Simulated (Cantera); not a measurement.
Premixed flame

A freely propagating, adiabatic, planar premixed flame of 22.7 % H2, 16.2 % O2, 61.1 % N2, equivalence ratio 0.70, unburnt at 348 K and 180 Torr; mixture-averaged transport, grid criteria slope 0.08 and curve 0.16, no radiation.

Cantera simulation using the H2/O2 subset of GRI-Mech 3.0, which has no nitrogen chemistry; the numbers are that mechanism's predictions, not measurements. Burning velocities carry a grid error of a few per cent, more on coarse grids.

```json
[
 {"z (mm)": "-6.77", "T (K)": "348", "u (m/s)": "1.81", "x H2": "0.227", "x O2": "0.162", "x HO2": "<1e-8", "x OH": "<1e-8", "x H": "<1e-8", "x H2O2": "<1e-8"},
 {"z (mm)": "-4.51", "T (K)": "348", "u (m/s)": "1.81", "x H2": "0.227", "x O2": "0.162", "x HO2": "<1e-8", "x OH": "<1e-8", "x H": "<1e-8", "x H2O2": "<1e-8"},
 {"z (mm)": "-3.39", "T (K)": "348", "u (m/s)": "1.81", "x H2": "0.227", "x O2": "0.162", "x HO2": "<1e-8", "x OH": "<1e-8", "x H": "<1e-8", "x H2O2": "<1e-8"},
 {"z (mm)": "-2.26", "T (K)": "348", "u (m/s)": "1.81", "x H2": "0.227", "x O2": "0.162", "x HO2": "5.76e-8", "x OH": "<1e-8", "x H": "<1e-8", "x H2O2": "<1e-8"},
 {"z (mm)": "-1.13", "T (K)": "362", "u (m/s)": "1.87", "x H2": "0.219", "x O2": "0.164", "x HO2": "6.81e-5", "x OH": "9.66e-6", "x H": "5.01e-6", "x H2O2": "7.69e-6"},
 {"z (mm)": "-0.564", "T (K)": "609", "u (m/s)": "3.05", "x H2": "0.180", "x O2": "0.160", "x HO2": "0.000108", "x OH": "0.000712", "x H": "0.00292", "x H2O2": "3.61e-5"},
 {"z (mm)": "0", "T (K)": "1015", "u (m/s)": "4.93", "x H2": "0.100", "x O2": "0.129", "x HO2": "3.86e-5", "x OH": "0.00172", "x H": "0.0205", "x H2O2": "2.24e-6"},
 {"z (mm)": "0.564", "T (K)": "1296", "u (m/s)": "6.24", "x H2": "0.0363", "x O2": "0.0830", "x HO2": "1.98e-5", "x OH": "0.00556", "x H": "0.0334", "x H2O2": "2.05e-6"},
 {"z (mm)": "1.13", "T (K)": "1438", "u (m/s)": "6.89", "x H2": "0.0206", "x O2": "0.0673", "x HO2": "1.37e-5", "x OH": "0.00803", "x H": "0.0307", "x H2O2": "1.45e-6"},
 {"z (mm)": "2.26", "T (K)": "1582", "u (m/s)": "7.53", "x H2": "0.0171", "x O2": "0.0621", "x HO2": "1.00e-5", "x OH": "0.0101", "x H": "0.0219", "x H2O2": "7.72e-7"},
 {"z (mm)": "4.51", "T (K)": "1722", "u (m/s)": "8.12", "x H2": "0.0142", "x O2": "0.0591", "x HO2": "7.23e-6", "x OH": "0.0113", "x H": "0.0133", "x H2O2": "3.79e-7"},
 {"z (mm)": "9.03", "T (K)": "1841", "u (m/s)": "8.62", "x H2": "0.0102", "x O2": "0.0569", "x HO2": "4.87e-6", "x OH": "0.0111", "x H": "0.00680", "x H2O2": "2.04e-7"},
 {"z (mm)": "18.1", "T (K)": "1932", "u (m/s)": "8.98", "x H2": "0.00616", "x O2": "0.0557", "x HO2": "3.02e-6", "x OH": "0.00958", "x H": "0.00282", "x H2O2": "1.23e-7"}
]
```
x: mole fraction of selected species; z is measured from the peak of heat release.

```json
{
  "laminar_burning_velocity": "181 cm/s",
  "thermal_thickness": "2.26 mm",
  "peak x(HO2)": "0.000182",
  "peak x(OH)": "0.0114",
  "peak x(H)": "0.0336",
  "peak x(H2O2)": "4.28e-5"
}
```
